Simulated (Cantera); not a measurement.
What does this Cantera script print?

```python
import numpy as np
import cantera as ct

gas_names = """
    H HO2 H2 H2O H2O2 O OH O2 O3 Zr ZrO ZrO2
""".split()
cond_names = """
    H2O(s) H2O(L) Zr(a) Zr(b) Zr(L) ZrO2(a) ZrO2(b) ZrO2(L)
""".split()


def load(file, names, dense=False):
    # The tables refer to 1 bar. Condensed volumes are neglected.
    table = {s.name: s for s in ct.Species.list_from_file(file)}
    out = []
    for n in names:
        d = dict(table[n].input_data)
        d["thermo"] = dict(d["thermo"], **{"reference-pressure": 1e5})
        if dense:
            d["equation-of-state"] = {"model": "constant-volume", "density": "1e6 g/cm^3"}
        out.append(ct.Species.from_dict(d))
    return out


gas = ct.Solution(thermo="ideal-gas", species=load("nasa_gas.yaml", gas_names))
cond = {s.name: ct.Solution(thermo="fixed-stoichiometry", species=[s], name=s.name)
        for s in load("nasa_condensed.yaml", cond_names, dense=True)}
atoms = {
    'ZrO2': {'Zr': 1, 'O': 2},
    'H2': {'H': 2},
}
top_T = {}  # K; cautious upper limits of use, not melting points


def equilibrate(T, P, feed):
    n = {}
    for name, mol in feed.items():
        for a, k in atoms[name].items():
            n[a] = n.get(a, 0.0) + k * mol
    gas.TPX = T, P, n
    mass = sum(n.values()) * gas.mean_molecular_weight
    gas.equilibrate("TP")
    valid = [c for c in cond.values() if c.min_temp <= T <= top_T.get(c.name, c.max_temp)]
    mix = ct.Mixture([(gas, mass / gas.mean_molecular_weight)] + [(c, 0.0) for c in valid])
    mix.T, mix.P = T, P
    mix.equilibrate("TP", solver="vcs", rtol=1e-11, max_steps=5000)
    return mix


results = []
feed = {'ZrO2': 1, 'H2': 910}  # mol
T = 1898  # K
for P in [10, 68, 460, 3200, 22000, 150000, 1000000]:
    mix = equilibrate(T, P, feed)
    results.append((T, P, feed, dict(zip(mix.species_names, mix.species_moles))))

top = {s: max(r[3][s] / sum(r[3][g] for g in gas_names) for r in results) for s in gas_names}
cols = sorted((s for s in top if top[s] > 0.0001), key=lambda s: -top[s])[:8]
seen = [c for c in cond_names if any(r[3].get(c, 0) > 1e-12 for r in results)]
print("log10 of partial pressures in bar; condensed amounts in mol")
print(f"{'P/Pa':>10s}" + "".join(f"{s[:9]:>10s}" for s in cols + seen))
for T, P, feed, n in results:
    ng = sum(n[g] for g in gas_names)
    print(f"{P:10.4g}" + "".join(f"{np.log10(max(n[s] / ng * P / 1e5, 1e-99)):10.3f}" for s in cols)
          + "".join(f"{n.get(c, 0):10.4g}" for c in seen))
```

Result:

```
log10 of partial pressures in bar; condensed amounts in mol
      P/Pa        H2         H     Zr(b)   ZrO2(b)
        10    -4.034    -5.124         0     0.995
        68    -3.181    -4.697         0    0.9981
       460    -2.342    -4.278         0    0.9993
      3200    -1.497    -3.855 7.931e-05    0.9997
   2.2e+04    -0.658    -3.436 0.0001748    0.9998
   1.5e+05     0.176    -3.019 0.0001887    0.9998
     1e+06     1.000    -2.607 0.0001908    0.9998
```

Equilibrium computed with Cantera from the NASA thermochemical tables; the gas is ideal and each condensed phase is pure. Mutual solubility and eutectic melting of coexisting phases are not modelled. Condensed phases not in the tables: N, O or C dissolved in the metal.
